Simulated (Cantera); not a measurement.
A closed system holds: 1 mol HMDSO, 28 mol O2, 0.073 mol O3, held at 923.15 K and 1000 Pa.

Cantera equilibrium calculation (NASA polynomials, part measured and part estimated; ideal gas, pure solids and liquids). Candidate condensed phases: C, C6H6, C7H8, C8H18, H2O, Si, SiC, SiO2; 123 gas species. The feed counts by its element totals alone. The numbers say what is thermodynamically allowed, not how fast it happens.

Base state: O2 0.518, H2O 0.289, CO2 0.193 (mole fractions); condensed: SiO2(β-quartz).

Task: What changes in the equilibrium state with this change: O2 from 28 to 0.09 mol?

Result: 
```tsv
species	before	after
H2	<1e-9	0.998
CH4	<1e-9	0.00231
H2O	0.289	9.09e-9
O2	0.518	<1e-9
CO2	0.193	<1e-9
SiO2(β-quartz), mol	2.00	0.699
C(graphite), mol	0	4.68
SiC(s), mol	0	1.30
```

Task: What changes in the equilibrium state with this change: HMDSO replaced by SiF4?

Result: 
```json
[
 {"species": "O2", "before": "0.518", "after": "0.966"},
 {"species": "SiF4", "before": "0", "after": "0.0344"},
 {"species": "H2O", "before": "0.289", "after": "0"},
 {"species": "CO2", "before": "0.193", "after": "0"},
 {"species": "SiO2(β-quartz), mol", "before": "2.00", "after": "0"}
]
```
